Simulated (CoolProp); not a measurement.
500 sccm (0 °C, 1 atm) of nitrogen bubbles through liquid ethanol at 282.9 K and leaves saturated at a total pressure of 0.045 MPa (ideal gas phase). Each further row changes one setting.

The numbers come from the reference Helmholtz-energy equation of state, Schroeder 2014 in CoolProp.

```json
[
 {"case": "as stated", "vapour pressure (kPa)": "3.10", "mole fraction of vapour": "…", "delivery (mg/min)": "…", "delivery (sccm)": "…", "change of delivery for a bath 1 K warmer (%)": "7.2"},
 {"case": "bath temperature 287.9 K", "vapour pressure (kPa)": "…", "mole fraction of vapour": "0.0947", "delivery (mg/min)": "…", "delivery (sccm)": "52.3", "change of delivery for a bath 1 K warmer (%)": "…"},
 {"case": "total pressure 0.09 MPa", "vapour pressure (kPa)": "3.10", "mole fraction of vapour": "…", "delivery (mg/min)": "…", "delivery (sccm)": "17.8", "change of delivery for a bath 1 K warmer (%)": "6.9"}
]
```

Problem. Complete the blanks.

Solution. 
- as stated, mole fraction of vapour: 0.0688
- as stated, delivery (mg/min): 76.0
- as stated, delivery (sccm): 37.0
- bath temperature 287.9 K, vapour pressure (kPa): 4.26
- bath temperature 287.9 K, delivery (mg/min): 107
- bath temperature 287.9 K, change of delivery for a bath 1 K warmer (%): 7.1
- total pressure 0.09 MPa, mole fraction of vapour: 0.0344
- total pressure 0.09 MPa, delivery (mg/min): 36.6
